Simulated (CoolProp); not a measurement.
Vapour-liquid equilibrium of carbon dioxide (1) + R143a (2) at -19.25 °C; x and y are mole fractions of (1).

The numbers come from the multi-fluid Helmholtz-energy mixture model, Span 1996 and Lemmon and Jacobsen 2000; pair parameters Bell 2016 in CoolProp.

| x | bubble pressure (MPa) | y at the bubble point | dew pressure at overall composition x (MPa) | liquid density (mol/L) |
|---|---|---|---|---|
| 0.05 | 0.3921 | 0.198 | 0.3390 | 13.24 |
| 0.15 | 0.5525 | 0.473 | 0.3732 | 13.89 |
| 0.25 | 0.7339 | 0.639 | 0.4148 | 14.60 |
| 0.35 | 0.9220 | 0.741 | 0.4669 | 15.37 |
| 0.45 | 1.106 | 0.809 | 0.5340 | 16.21 |
| 0.55 | 1.281 | 0.856 | 0.6238 | 17.14 |
| 0.65 | 1.446 | 0.893 | 0.7506 | 18.19 |
| 0.75 | 1.605 | 0.925 | 0.9424 | 19.38 |
| 0.85 | 1.763 | 0.954 | 1.255 | 20.77 |
| 0.95 | 1.928 | 0.984 | 1.742 | 22.42 |

No azeotrope shows between x = 0.05 and 0.95.

The pair parameters rest on a limited set of measurements; away from them the model extrapolates. The gap from Raoult's law changes sign with composition, which may be real or a fault of the pair parameters; it wasn't checked against measurements.
